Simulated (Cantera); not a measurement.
Input: 1 mol C6H6, 0.51 mol O2, 45 mol H2, 2.2 mol H2O, equilibrated at 2198 K and 400 Pa.

These are equilibrium values from Cantera (NASA tables, ideal gas, pure condensed phases), not measurements of a reactor. Candidate condensed phases: C, C6H6, C7H8, C8H18, H2O; 110 gas species. The numbers say what is thermodynamically allowed, not how fast it happens.

Base state: H2 0.858, H 0.0816, CO 0.0578, C2H2 (acetylene) 0.00218 (mole fractions); condensed: C(graphite).

**Question.** What changes in the equilibrium state with this change: pressure from 400 Pa to 1700000 Pa?

**Answer.** 
```csv
species,before,after
H2,0.858,0.932
CO,0.0578,0.0604
CH4,7.78e-7,0.00390
H,0.0816,0.00130
C2H4,1.84e-8,9.22e-5
H2O,1.14e-8,5.49e-5
CH3,1.42e-6,0.000104
C2H2 (acetylene),0.00218,0.00236
"C(graphite), mol",2.54,2.31
```
